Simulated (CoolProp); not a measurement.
The fluoroketone C6F12O (FK-5-1-12) at several states: Z from the reference equation and from simpler models built on Tc = 441.8 K, pc = 18.69 bar, ω = 0.471; each cubic takes its own stable root.

Computed with CoolProp (reference Helmholtz-energy equation of state, McLinden 2015).

| T (K) | p (bar) | phase | reference |
|---|---|---|---|
| 285.8 | 44 | liquid | 0.3533 |
| 273.6 | 0.139 | liquid | 0.001154 |
| 215.5 | 27.4 | liquid | 0.2628 |

Task: How far does each simpler model (van der Waals, Redlich-Kwong, Soave-Redlich-Kwong) lie from the reference over these 3 states: mean and median of the absolute difference, and the worst?

Result: 
- van der Waals: mean 28702.8 %, median 70.1 %, worst +85974.5 % at 273.6 K and 0.139 bar
- Redlich-Kwong: mean 28584.4 %, median 15.6 %, worst +85723.2 % at 273.6 K and 0.139 bar
- Soave-Redlich-Kwong: mean 9.9 %, median 9.6 %, worst +11.4 % at 215.5 K and 27.4 bar

At some of these states van der Waals, Redlich-Kwong gives the other phase, because its saturation line lies elsewhere.
